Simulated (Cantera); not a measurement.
# SiCl4 + N2O + N2 (silicon oxide and oxynitride deposition)

A closed system holds: 1 mol SiCl4, 14 mol N2O, 8.2 mol N2, at 1523.15 K and 10.0 mbar.

Cantera equilibrium calculation (NASA polynomials, part measured and part estimated; ideal gas, pure solids and liquids). Candidate condensed phases: Si, SiO2, Si2N2O, Si3N4; 23 gas species. The tables hold silica as quartz up to 1696 K and as liquid above; real silica turns to tridymite and cristobalite and melts near 1996 K. Equilibrium is a limit: real reactors are often held back by kinetics, nucleation or transport.

```yaml
x(N2): 0.701
x(O2): 0.189
x(Cl): 0.0908
x(Cl2): 0.0178
x(NO): 0.00122
x(ClO): 9.43e-5
x(O): 2.40e-5
n(SiO2(β-quartz)): 1.00 mol
gas_amount: 31.64 mol
log10 activity of Si(s) (absent): -19.21
```
